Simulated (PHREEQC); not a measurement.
1 kg of water holding 0.017 mol KCl, 0.022 mol KHCO3, 0.0067 mol K2CO3 and 0.0055 mol K2SO4 is evaporated at 15 °C; the solids stay in contact with the brine. CO2 is held at log p = -3.4 (atm). Only these solids could form: Arcanite, Kalicinite, Misenite, Sylvite.

Base run: PHREEQC, Pitzer model, pitzer.dat. Each further column changes one thing. The table gives ionic strength.

```tsv
H2O removed (mol)	base	temperature from 15 to 50 °C	temperature from 15 to 25 °C
0	0.0740	0.0774	0.0751
24.69	0.137	0.143	0.139
38.4	0.253	0.263	0.257
46.01	0.467	0.482	0.472
50.23	0.857	0.879	0.865
52.58	1.57	1.60	1.58
53.88	2.84	2.88	2.86
54.6	4.47	4.75	4.55
55.01	7.56	7.68	7.60
55.23	11.7	12.3	11.9
```

 Constants without temperature data keep their 25 °C values here.
